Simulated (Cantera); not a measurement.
# Gas activation for diamond growth

An isothermal, constant-pressure homogeneous reactor starts with 2.59 % CH₄, 96.0 % H₂, 1.44 % N₂, at 2450 K and 0.133 bar.

Model: GRI-Mech 3.0 (53 species, 325 reactions), integrated in Cantera. GRI-Mech 3.0 stops at C3 and has no aromatics, soot or wall deposition, so with more carbon than oxygen in the feed, carbon stays in small species such as C2H2 where larger ones or solid carbon would form.

```csv
t (s),x CH₄,x H₂,x CH₃,x HCN,x C₂H₄,x C₂H₂,x CH₂
1.00e-6,0.0258,0.960,0.000102,<1e-12,8.54e-10,8.02e-12,1.39e-8
7.17e-6,0.0253,0.959,0.000582,5.44e-12,4.58e-7,3.70e-8,8.30e-7
5.14e-5,0.0221,0.952,0.00331,6.26e-9,6.41e-5,9.97e-5,3.43e-5
0.000369,0.00635,0.943,0.00309,1.53e-6,4.84e-5,0.00771,0.000105
0.00265,0.000283,0.935,0.000210,8.76e-6,2.01e-6,0.0121,1.35e-5
0.0190,2.54e-5,0.923,2.55e-5,1.83e-5,1.35e-6,0.0122,2.26e-6
0.136,2.17e-5,0.921,2.27e-5,6.06e-5,1.30e-6,0.0122,2.09e-6
0.976,2.16e-5,0.921,2.26e-5,0.000346,1.28e-6,0.0120,2.08e-6
7.00,2.12e-5,0.921,2.21e-5,0.00185,1.20e-6,0.0113,2.03e-6
```
x: mole fraction; the columns are a selection and need not sum to one.

Equilibrium at this temperature and pressure: CH₄ 1.89e-5, H₂ 0.921, CH₃ 1.97e-5, HCN 0.00752, C₂H₄ 9.02e-7, C₂H₂ 0.00847, CH₂ 1.81e-6 (gas phase only).
